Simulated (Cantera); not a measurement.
A closed system holds: 1 mol Nb₂O₅, 80 mol H₂, at 2.00 mbar.

These are equilibrium values from Cantera (NASA tables, ideal gas, pure condensed phases), not measurements of a reactor. Candidate condensed phases: H₂O, Nb, NbO, NbO₂, Nb₂O₅; 12 gas species. Condensed phases not in the tables: the oxides between NbO₂ and Nb₂O₅. Rates play no part. All values below are at 1398 K.

Base state: H₂ 0.987, H₂O 0.0125, H 0.000105 (mole fractions); condensed: NbO₂(s).

What changes in the equilibrium state with this change: Nb₂O₅ replaced by Fe₂O₃?


| species | before | after |
|---|---|---|
| H₂ | 0.987 | 0.962 |
| H₂O | 0.0125 | 0.0375 |
| H | 0.000105 | 0.000104 |
| NbO₂(s), mol | 2.00 | 0 |
| Fe(γ), mol | 0 | 2.00 |
Further candidate phases: Fe, FeO, Fe(OH)₂, Fe(OH)₃, Fe₂O₃, Fe₃O₄.
